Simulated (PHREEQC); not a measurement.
Make-up at 25 °C: 0.28 mol/kgw HF, 0.0013 mol/kgw KF and 0.0046 mol/kgw H2SiF6. Closed to the air; pH follows from the charge balance.

The numbers come from PHREEQC with the ion-association model, wateq4f.dat.

Each row changes one thing in this solution. Precipitation was switched off in this run.

| case | pH | ionic strength (mol/kgw) | HF (mol/kgw) | H2F2 (mol/kgw) | F- (mol/kgw) | HF2- (mol/kgw) |
|---|---|---|---|---|---|---|
| as made | 1.78 | 0.0249 | 0.149 | 0.0584 | 0.00701 | 0.00404 |
| diluted 10-fold with water | 2.36 | ___ | 0.0215 | 0.00121 | 0.00358 | 0.000296 |
| HF from 0.28 to 0.42 mol/kgw | 1.71 | 0.0280 | 0.197 | 0.102 | 0.00805 | 0.00613 |
| KF left out | 1.76 | 0.0244 | 0.149 | 0.0583 | 0.00670 | 0.00385 |
| 0.55 mol/kgw H2SO4 added | 0.34 | 0.646 | 0.148 | 0.0662 | 0.000413 | 0.000272 |
| H2SiF6 replaced by NaBF4 at the same molality | ___ | 0.0194 | 0.147 | 0.0569 | 0.00944 | 0.00536 |
| KF from 0.0013 to 0.00026 mol/kgw | 1.76 | 0.0244 | 0.149 | 0.0583 | 0.00676 | 0.00389 |

Complete the blanks.


- diluted 10-fold with water, ionic strength (mol/kgw): 0.00525
- H2SiF6 replaced by NaBF4 at the same molality, pH: 1.92

wateq4f.dat counts part of the HF as a dimer, H2F2, which phreeqc.dat doesn't know; its constant is uncertain. SiF6-2 is the database's only silicon fluoride.
